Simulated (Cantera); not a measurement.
# Dilute partial oxidation

A perfectly stirred reactor is fed with CH2O : O2 : N2 = 0.024 : 0.0093 : 1 (molar parts), equivalence ratio 2.6, at 10.0 bar; it is held at 1125 K, and followed from long to short residence time.

Cantera simulation using GRI-Mech 3.0 (53 species, 325 reactions); the numbers are that mechanism's predictions, not measurements.

```json
[
 {"τ (s)": "0.43", "x CH2O": "2.88e-5", "x O2": "0.000200", "x C2H2": "6.38e-12", "x NO": "7.35e-11", "x CO": "0.0170", "x O": "8.14e-9"},
 {"τ (s)": "0.17", "x CH2O": "7.61e-5", "x O2": "0.000481", "x C2H2": "1.52e-12", "x NO": "1.31e-10", "x CO": "0.0175", "x O": "1.70e-8"},
 {"τ (s)": "0.068", "x CH2O": "0.000197", "x O2": "0.00103", "x C2H2": "<1e-12", "x NO": "1.50e-10", "x CO": "0.0180", "x O": "2.78e-8"},
 {"τ (s)": "0.027", "x CH2O": "0.000454", "x O2": "0.00178", "x C2H2": "<1e-12", "x NO": "1.02e-10", "x CO": "0.0186", "x O": "3.64e-8"},
 {"τ (s)": "0.011", "x CH2O": "0.000902", "x O2": "0.00249", "x C2H2": "<1e-12", "x NO": "5.21e-11", "x CO": "0.0190", "x O": "4.16e-8"},
 {"τ (s)": "0.0043", "x CH2O": "0.00170", "x O2": "0.00313", "x C2H2": "<1e-12", "x NO": "2.29e-11", "x CO": "0.0191", "x O": "4.41e-8"},
 {"τ (s)": "0.0017", "x CH2O": "0.00306", "x O2": "0.00370", "x C2H2": "<1e-12", "x NO": "9.21e-12", "x CO": "0.0185", "x O": "4.30e-8"},
 {"τ (s)": "0.00068", "x CH2O": "0.00552", "x O2": "0.00430", "x C2H2": "<1e-12", "x NO": "3.08e-12", "x CO": "0.0167", "x O": "3.71e-8"}
]
```
x: mole fraction; the columns are a selection and need not sum to one.
